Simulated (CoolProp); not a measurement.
Vapour-liquid equilibrium of R125 (1) + isobutane (2) at 0.234 MPa; x and y are mole fractions of (1).

Values from CoolProp's multi-fluid Helmholtz-energy mixture model, Lemmon 2005 and Bücker 2006; pair parameters Bell 2016.

```csv
x,bubble temperature (K),y at the bubble point,dew temperature at overall composition x (K),liquid density (mol/L)
0.05,271.6,0.376,283.4,10.04
0.15,256.9,0.666,280.1,10.40
0.25,250.3,0.763,276.6,10.61
0.35,247.2,0.805,272.7,10.77
0.45,245.7,0.825,268.4,10.90
0.55,244.9,0.837,263.6,11.04
0.65,244.5,0.847,257.9,11.20
0.75,244.0,0.861,251.3,11.39
0.85,243.6,0.887,244.3,11.62
0.95,243.5,0.944,243.5,11.89
```

y crosses x between x = 0.85 and 0.95: the model has an azeotrope there.

Pair parameters are fitted to limited data, so mixtures are less certain than the pure fluids. With so large a gap from Raoult's law the liquid may split in two, which this calculation doesn't test in full.
